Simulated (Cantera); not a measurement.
What does this Cantera script print?

```python
import numpy as np
import cantera as ct

gas_names = """
    H HNO HNO2 HNO3 HO2 H2 H2O H2O2 N NH NH2 NH3 NH2OH NO NO2 NO3 N2 N2H2 N2H4 N2O O OH O2 O3 Pb PbO Pb2
""".split()
cond_names = """
    H2O(s) H2O(L) Pb(cr) Pb(L) PbO(rd) PbO(yw) PbO(L) PbO2(s) Pb3O4(s)
""".split()


# ... load() reads the species with a 1 bar reference pressure and builds the phases ...
atoms = {
    'PbO': {'Pb': 1, 'O': 1},
    'H2': {'H': 2},
    'N2': {'N': 2},
}
top_T = {'Pb3O4(s)': 820}  # K; cautious upper limits of use, not melting points


# ... equilibrate(T, P, feed) seeds the gas with the atoms and calls Mixture.equilibrate('TP', solver="vcs", rtol=1e-11, max_steps=5000) ...
results = []
P = 12  # Pa
for T in [625, 725, 825, 925, 1025, 1125, 1225, 1325, 1425]:
    for m in [5.5, 14, 22, 30, 38, 46, 54, 62, 70, 78, 87]:
        feed = {'PbO': 1, 'H2': 0.078, 'N2': m}  # mol
        mix = equilibrate(T, P, feed)
        results.append((T, P, feed, dict(zip(mix.species_names, mix.species_moles))))

for T, P, feed, n in results:
    print(f"{T:7g} {feed['N2']:10.4g}  " + (" + ".join(c for c in cond_names if n.get(c, 0) > 1e-12) or "gas only"))
```

Output:

```
    625        5.5  Pb(L) + PbO(rd)
    625         14  Pb(L) + PbO(rd)
    625         22  Pb(L) + PbO(rd)
    625         30  Pb(L) + PbO(rd)
    625         38  Pb(L) + PbO(rd)
    625         46  Pb(L) + PbO(rd)
    625         54  Pb(L) + PbO(rd)
    625         62  Pb(L) + PbO(rd)
    625         70  Pb(L) + PbO(rd)
    625         78  Pb(L) + PbO(rd)
    625         87  Pb(L) + PbO(rd)
    725        5.5  Pb(L) + PbO(rd)
    725         14  Pb(L) + PbO(rd)
    725         22  Pb(L) + PbO(rd)
    725         30  Pb(L) + PbO(rd)
    725         38  Pb(L) + PbO(rd)
    725         46  Pb(L) + PbO(rd)
    725         54  Pb(L) + PbO(rd)
    725         62  Pb(L) + PbO(rd)
    725         70  Pb(L) + PbO(rd)
    725         78  Pb(L) + PbO(rd)
    725         87  Pb(L) + PbO(rd)
    825        5.5  Pb(L) + PbO(yw)
    825         14  Pb(L) + PbO(yw)
    825         22  Pb(L) + PbO(yw)
    825         30  Pb(L) + PbO(yw)
    825         38  Pb(L) + PbO(yw)
    825         46  Pb(L) + PbO(yw)
    825         54  Pb(L) + PbO(yw)
    825         62  Pb(L) + PbO(yw)
    825         70  PbO(yw)
    825         78  PbO(yw)
    825         87  PbO(yw)
    925        5.5  PbO(yw)
    925         14  PbO(yw)
    925         22  PbO(yw)
    925         30  PbO(yw)
    925         38  PbO(yw)
    925         46  PbO(yw)
    925         54  PbO(yw)
    925         62  PbO(yw)
    925         70  PbO(yw)
    925         78  PbO(yw)
    925         87  PbO(yw)
   1025        5.5  PbO(yw)
   1025         14  PbO(yw)
   1025         22  PbO(yw)
   1025         30  PbO(yw)
   1025         38  PbO(yw)
   1025         46  PbO(yw)
   1025         54  PbO(yw)
   1025         62  PbO(yw)
   1025         70  PbO(yw)
   1025         78  PbO(yw)
   1025         87  PbO(yw)
   1125        5.5  PbO(yw)
   1125         14  gas only
   1125         22  gas only
   1125         30  gas only
   1125         38  gas only
   1125         46  gas only
   1125         54  gas only
   1125         62  gas only
   1125         70  gas only
   1125         78  gas only
   1125         87  gas only
   1225        5.5  gas only
   1225         14  gas only
   1225         22  gas only
   1225         30  gas only
   1225         38  gas only
   1225         46  gas only
   1225         54  gas only
   1225         62  gas only
   1225         70  gas only
   1225         78  gas only
   1225         87  gas only
   1325        5.5  gas only
   1325         14  gas only
   1325         22  gas only
   1325         30  gas only
   1325         38  gas only
   1325         46  gas only
   1325         54  gas only
   1325         62  gas only
   1325         70  gas only
   1325         78  gas only
   1325         87  gas only
   1425        5.5  gas only
   1425         14  gas only
   1425         22  gas only
   1425         30  gas only
   1425         38  gas only
   1425         46  gas only
   1425         54  gas only
   1425         62  gas only
   1425         70  gas only
   1425         78  gas only
   1425         87  gas only
```

Cantera equilibrium calculation (NASA polynomials, part measured and part estimated; ideal gas, pure solids and liquids).
